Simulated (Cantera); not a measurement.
Input: 1 mol B2O3, 0.17 mol H2O, held at 725 °C and 800 Pa.

Equilibrium computed with Cantera from the NASA thermochemical tables; the gas is ideal and each condensed phase is pure. Candidate condensed phases: B, B2O3, B3O3H3, H2O; 23 gas species. Gases not in the tables: H3BO3. Equilibrium is a limit: real reactors are often held back by kinetics, nucleation or transport.

Base state: H2O 0.997, (HBO2)3 0.00251, HBO2 0.000281 (mole fractions); condensed: B2O3(l).

**Question.** What changes in the equilibrium state with this change: B2O3 replaced by B?

**Answer.** 
```json
[
 {"species": "H2", "before": "1.20e-6", "after": "0.999"},
 {"species": "B3O3H3", "before": "<1e-9", "after": "0.000541"},
 {"species": "HBO2", "before": "0.000281", "after": "4.00e-8"},
 {"species": "H2O", "before": "0.997", "after": "2.02e-8"},
 {"species": "(HBO2)3", "before": "0.00251", "after": "<1e-9"},
 {"species": "B2O3(l), mol", "before": "0.999", "after": "0.0566"},
 {"species": "B(s), mol", "before": "0", "after": "0.887"}
]
```
